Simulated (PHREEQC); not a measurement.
# Metal-bearing waste water: speciation

Consider water at 25 °C with 2.2 mmol/kgw CuSO4, 0.094 mmol/kgw CuCl2, 0.18 mmol/kgw HCl and 0.041 mmol/kgw Na2SO4. Closed to the air; pH follows from the charge balance.

The numbers come from PHREEQC with the ion-association model, phreeqc.dat.

No solid was allowed to form.

Q: What pH, ionic strength does the model give?

A: pH 3.83; ionic strength 0.00791 mol/kgw.

Q: In which forms is S present?

A: SO4-2 83 %, CuSO4 16 %, HSO4- 0.9 % of the S.

Complexes and solids missing from the database can't appear.
